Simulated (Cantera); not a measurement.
# Catalytic combustion on Pt

An isothermal plug-flow reactor at 825 K and 1280 Torr (inlet), inlet velocity 0.36 m/s, active area per volume 3600 1/m; feed 0.767 % CH₄, 6.02 % O₂, 93.2 % N₂.

Detailed kinetics in Cantera: Deutschmann's 1995 Pt surface mechanism with GRI-Mech 3.0 gas chemistry. Catalytic surfaces can have several steady states; this one follows from the mechanism file's or the stated starting coverage. Mass transfer to the wall is taken as infinitely fast.

```csv
z (m),x CH₄,x O₂,x H₂O,x CO₂,x CO,θ free Pt,θ O*,θ OH*
0.00061,0.00755,0.0599,0.000245,0.000121,1.25e-6,0.0497,0.950,0.000424
0.001,0.00747,0.0598,0.000399,0.000198,1.24e-6,0.0498,0.950,0.000538
0.0017,0.00733,0.0595,0.000673,0.000335,1.22e-6,0.0498,0.949,0.000695
0.0029,0.00710,0.0590,0.00113,0.000565,1.18e-6,0.0499,0.949,0.000899
0.0048,0.00675,0.0583,0.00183,0.000915,1.13e-6,0.0501,0.949,0.00114
0.0079,0.00621,0.0573,0.00291,0.00146,1.04e-6,0.0503,0.948,0.00144
0.013,0.00540,0.0556,0.00453,0.00227,9.06e-7,0.0508,0.947,0.00181
0.022,0.00420,0.0532,0.00695,0.00347,7.08e-7,0.0515,0.946,0.00225
0.037,0.00271,0.0503,0.00992,0.00496,4.60e-7,0.0524,0.945,0.00271
0.061,0.00130,0.0475,0.0127,0.00636,2.23e-7,0.0534,0.944,0.00310
```
x: gas mole fraction; θ: surface coverage.
